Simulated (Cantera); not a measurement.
A closed system holds: 1 mol SiCl₄, 2.1 mol Cl₂, 0.4 mol H₂, 0.0013 mol CH₄, held at 82000 Pa.

Cantera equilibrium calculation (NASA polynomials, part measured and part estimated; ideal gas, pure solids and liquids). Candidate condensed phases: C, C₆H₆, C₇H₈, C₈H₁₈, Si, SiC; 109 gas species. Gases not in the tables: chlorinated aromatics. Rates play no part.

Problem. Which condensed phases are stable at each of these points (T (K)): 700, 800, 900, 1000, 1100, 1200, 1300, 1400, 1500, 1600, 1700?

Solution. 
```tsv
T (K)	condensed phases	Si condensed (%)
700	gas only	0.0
800	gas only	0.0
900	gas only	0.0
1000	gas only	0.0
1100	gas only	0.0
1200	C(graphite)	0.0
1300	C(graphite)	0.0
1400	C(graphite)	0.0
1500	C(graphite)	0.0
1600	C(graphite)	0.0
1700	C(graphite)	0.0
```

From 700 K to 1100 K nothing is condensed. From 1200 K to 1700 K the condensed part is C(graphite).
